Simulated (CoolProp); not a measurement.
Computed with CoolProp (reference Helmholtz-energy equation of state, Gao 2022).

Task: Give the vapour pressure (MPa), liquid density (kg/m³), vapour density (kg/m³), enthalpy of vaporisation (kJ/kg) of saturated n-perfluorobutane at 179.7, 202.4, 213.7 K.

Result: 
```
T (K)   p (MPa)  liquid density (kg/m³)  vapour density (kg/m³)  enthalpy of vaporisation (kJ/kg)
-----  --------  ----------------------  ----------------------  --------------------------------
179.7  0.000208                    1910                  0.0332                               126
202.4   0.00188                    1830                   0.266                               119
213.7   0.00452                    1790                   0.609                               115
```
